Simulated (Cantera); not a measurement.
Input: 1 mol Si, 3.5 mol HCl, 9.1 mol H2, held at 898.15 K and 62000 Pa.

These are equilibrium values from Cantera (NASA tables, ideal gas, pure condensed phases), not measurements of a reactor. Candidate condensed phases: Si; 19 gas species. The tables' values for SiCl3 are old estimates; treat these amounts as uncertain. Kinetics and transport are ignored.

Base state: H2 0.913, SiCl4 0.0502, SiHCl3 0.0306, HCl 0.00418, SiH2Cl2 0.00176, SiCl3 0.000164, SiCl2 2.59e-5, SiH3Cl 2.47e-5 (mole fractions); condensed: Si(s).

### Question
What changes in the equilibrium state with this change: temperature from 898.15 K to 1298 K?

### Answer
```json
[
 {"species": "H2", "before": "0.913", "after": "0.864"},
 {"species": "HCl", "before": "0.00418", "after": "0.0650"},
 {"species": "SiCl4", "before": "0.0502", "after": "0.0301"},
 {"species": "SiCl2", "before": "2.59e-5", "after": "0.0130"},
 {"species": "SiHCl3", "before": "0.0306", "after": "0.0180"},
 {"species": "SiCl3", "before": "0.000164", "after": "0.00809"},
 {"species": "SiH3Cl", "before": "2.47e-5", "after": "3.62e-5"},
 {"species": "SiH2Cl2", "before": "0.00176", "after": "0.00152"},
 {"species": "Si(s), mol", "before": "0.0372", "after": "0.154"}
]
```
